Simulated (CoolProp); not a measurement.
Carbon dioxide along the isotherm 318.7 K: fugacity coefficient from the reference equation and from simpler models built on Tc = 304.1 K, pc = 7377 kPa, ω = 0.224; each cubic takes its own stable root.

Computed with CoolProp (reference Helmholtz-energy equation of state, Span 1996).

```csv
p (kPa),phase,reference,van der Waals,Redlich-Kwong,Peng-Robinson
284,gas,0.9887,0.9898,0.9886,0.9874
567,gas,0.9775,0.9797,0.9772,0.9750
851,gas,0.9664,0.9695,0.9659,0.9626
1130,gas,0.9554,0.9596,0.9549,0.9505
1420,gas,0.9441,0.9492,0.9434,0.9380
1700,gas,0.9332,0.9393,0.9324,0.9260
1990,gas,0.9220,0.9290,0.9210,0.9137
2270,gas,0.9112,0.9190,0.9101,0.9019
2550,gas,0.9004,0.9091,0.8992,0.8902
2840,gas,0.8893,0.8988,0.8880,0.8782
3120,gas,0.8786,0.8889,0.8772,0.8666
3400,gas,0.8679,0.8790,0.8665,0.8551
3690,gas,0.8569,0.8687,0.8554,0.8433
```
